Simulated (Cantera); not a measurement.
**Equilibrium for iron carbonyl, mercury and lead vapours: Fe(CO)5 + H2**

Feed: 1 mol Fe(CO)5, 0.78 mol H2, held at 1225 °C.

Equilibrium computed with Cantera from the NASA thermochemical tables; the gas is ideal and each condensed phase is pure. Candidate condensed phases: C, C6H6, C7H8, C8H18, Fe, Fe(CO)5, FeO, Fe(OH)2, Fe(OH)3, Fe2O3, Fe3O4, H2O; 114 gas species. Iron dissolves carbon and melts from about 1420 K in contact with it, which pure phases cannot show. Condensed phases not in the tables: cementite and carbon dissolved in iron. The numbers say what is thermodynamically allowed, not how fast it happens.

```json
[
 {"P (Pa)": "10", "x CO": "0.864", "x H2": "0.134", "x CO2": "1.63e-7", "x H2O": "6.54e-8", "x Fe": "0.00144", "x H": "0.000630", "x CH4": "1.45e-9", "n Fe(γ)": "0.992", "n C(graphite)": "0"},
 {"P (Pa)": "42", "x CO": "0.865", "x H2": "0.135", "x CO2": "4.26e-7", "x H2O": "1.71e-7", "x Fe": "0.000342", "x H": "0.000308", "x CH4": "9.84e-9", "n Fe(γ)": "0.998", "n C(graphite)": "0"},
 {"P (Pa)": "180", "x CO": "0.865", "x H2": "0.135", "x CO2": "1.14e-6", "x H2O": "4.57e-7", "x Fe": "7.99e-5", "x H": "0.000149", "x CH4": "6.80e-8", "n Fe(γ)": "1.000", "n C(graphite)": "0"},
 {"P (Pa)": "750", "x CO": "0.865", "x H2": "0.135", "x CO2": "3.79e-6", "x H2O": "1.52e-6", "x Fe": "1.92e-5", "x H": "7.29e-5", "x CH4": "3.54e-7", "n Fe(γ)": "1.000", "n C(graphite)": "0"},
 {"P (Pa)": "3200", "x CO": "0.865", "x H2": "0.135", "x CO2": "1.62e-5", "x H2O": "6.51e-6", "x Fe": "4.49e-6", "x H": "3.53e-5", "x CH4": "1.51e-6", "n Fe(γ)": "1.000", "n C(graphite)": "0"},
 {"P (Pa)": "13000", "x CO": "0.865", "x H2": "0.135", "x CO2": "6.57e-5", "x H2O": "2.64e-5", "x Fe": "1.11e-6", "x H": "1.75e-5", "x CH4": "6.14e-6", "n Fe(γ)": "1.000", "n C(graphite)": "0"},
 {"P (Pa)": "56000", "x CO": "0.865", "x H2": "0.135", "x CO2": "0.000283", "x H2O": "0.000114", "x Fe": "2.57e-7", "x H": "8.43e-6", "x CH4": "2.64e-5", "n Fe(γ)": "1.000", "n C(graphite)": "0.00212"},
 {"P (Pa)": "240000", "x CO": "0.864", "x H2": "0.134", "x CO2": "0.00121", "x H2O": "0.000486", "x Fe": "5.99e-8", "x H": "4.07e-6", "x CH4": "0.000113", "n Fe(γ)": "1.00", "n C(graphite)": "0.00912"},
 {"P (Pa)": "1000000", "x CO": "0.860", "x H2": "0.133", "x CO2": "0.00499", "x H2O": "0.00199", "x Fe": "1.44e-8", "x H": "1.98e-6", "x CH4": "0.000459", "n Fe(γ)": "1.00", "n C(graphite)": "0.0374"}
]
```
x: gas mole fraction; n: condensed amount in mol.

From 10.0 Pa to 0.130 bar the condensed part is Fe(γ). From 0.560 bar to 10.0 bar the condensed part is C(graphite) + Fe(γ). The main Fe-bearing gas is Fe throughout.
